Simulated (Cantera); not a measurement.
Pyrogenic steam for wet oxidation

An isothermal, constant-pressure homogeneous reactor starts with H2 : O2 : N2 = 0.6 : 1 : 10 (molar parts), at 850 K and 0.133 bar.

Computed with Cantera and the H2/O2 subset of GRI-Mech 3.0, which has no nitrogen chemistry. Radical loss at walls, strong at low pressure, is not modelled. Below about 950 K walls govern HO2 and H2O2 in real vessels. The temperature is held fixed by assumption; the heat of reaction is taken as removed at once.

| t (s) | x H2 | x O2 | x OH | x H | x HO2 | x O | x H2O2 |
|---|---|---|---|---|---|---|---|
| 0.000100 | 0.0517 | 0.0862 | <1e-12 | <1e-12 | <1e-12 | <1e-12 | <1e-12 |
| 0.000236 | 0.0517 | 0.0862 | <1e-12 | <1e-12 | <1e-12 | <1e-12 | <1e-12 |
| 0.000557 | 0.0517 | 0.0862 | <1e-12 | 2.11e-12 | 2.91e-12 | <1e-12 | <1e-12 |
| 0.00132 | 0.0517 | 0.0862 | <1e-12 | 9.00e-12 | 1.25e-11 | 1.90e-12 | <1e-12 |
| 0.00311 | 0.0517 | 0.0862 | 5.78e-12 | 1.21e-10 | 1.66e-10 | 2.63e-11 | <1e-12 |
| 0.00734 | 0.0517 | 0.0862 | 1.85e-9 | 3.85e-8 | 5.26e-8 | 8.41e-9 | 2.55e-11 |
| 0.0173 | 0.0176 | 0.0703 | 0.000227 | 0.00167 | 1.18e-5 | 0.000354 | 4.35e-7 |
| 0.0409 | 0.00324 | 0.0634 | 1.49e-5 | 1.83e-5 | 8.55e-6 | 2.37e-5 | 6.86e-7 |
| 0.0965 | 0.00178 | 0.0628 | 3.71e-6 | 2.50e-6 | 6.69e-6 | 5.73e-6 | 1.63e-6 |
| 0.228 | 0.00124 | 0.0625 | 8.62e-7 | 4.12e-7 | 5.35e-6 | 1.31e-6 | 3.73e-6 |
| 0.538 | 0.00102 | 0.0624 | 2.49e-7 | 1.00e-7 | 4.25e-6 | 3.82e-7 | 7.55e-6 |
| 1.27 | 0.000824 | 0.0623 | 1.54e-7 | 5.09e-8 | 3.58e-6 | 2.24e-7 | 1.12e-5 |
| 3.00 | 0.000583 | 0.0622 | 1.16e-7 | 2.74e-8 | 2.88e-6 | 1.48e-7 | 1.15e-5 |
x: mole fraction; the columns are a selection and need not sum to one.

Equilibrium at this temperature and pressure: H2 <1e-12, O2 0.0619, OH 3.27e-9, H <1e-12, HO2 9.77e-12, O <1e-12, H2O2 1.43e-12 (gas phase only).
